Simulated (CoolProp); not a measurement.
Computed with CoolProp (reference Helmholtz-energy equation of state, Lemmon 2006). It is a short technical equation, of lower accuracy than the large ones.

Q: For C3F8 (R218), give the phase and the density (kg/m³), cv (kJ/(kg K)), Joule-Thomson coefficient (K/MPa), isothermal compressibility (1/MPa) at 291 K and 28.7 bar; 241.4 K and 0.55 bar.

A: 
- 291 K and 28.7 bar: liquid; density 1390, cv 0.779, Joule-Thomson coefficient 0.0341, isothermal compressibility 0.00834
- 241.4 K and 0.55 bar: gas; density 5.29, cv 0.656, Joule-Thomson coefficient 28.6, isothermal compressibility 18.7
